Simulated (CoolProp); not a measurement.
Values from CoolProp's reference Helmholtz-energy equation of state, Zhou 2014.

### Question
For cyclohexane, give the phase and the density (kg/m³), expansivity (1/kK) at 486.6 K and 6.12 MPa.

### Answer
- 486.6 K and 6.12 MPa: liquid; density 580, expansivity 2.40
